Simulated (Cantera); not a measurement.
A perfectly stirred reactor is fed with CH4 : C2H6 : C3H8 : O2 : N2 = 1 : 0.32 : 0.81 : 4.78 : 43 (molar parts), at 0.977 atm; it is adiabatic with a 725 K inlet, and is followed from long to short residence time, starting on the burning branch (τ in s: 0.4, 0.16, 0.064, 0.026, 0.01, 0.0041, 0.0017, 0.00066, 0.00026, 0.00011, 4.2e-05, 1.7e-05, 6.8e-06).

Cantera simulation using GRI-Mech 3.0 (53 species, 325 reactions); the numbers are that mechanism's predictions, not measurements. GRI-Mech 3.0 was tuned for natural gas; its chemistry of propane as a main component is partial and can be far from experiment.

One state of this run: T (K) = 1619; x CH4 = 0.00223; x C2H6 = 1.51e-5; x C3H8 = 3.48e-6; x O2 = 0.000887; x CH3 = 0.000116; x CH2CO = 3.33e-5; x C2H4 = 0.000124. x: mole fraction; the columns are a selection and need not sum to one.

**Question.** Which value of τ (s) does it belong to?
A) 0.00011
B) 4.2e-5
C) 0.00066
D) 0.16

**Answer.** D, 0.16
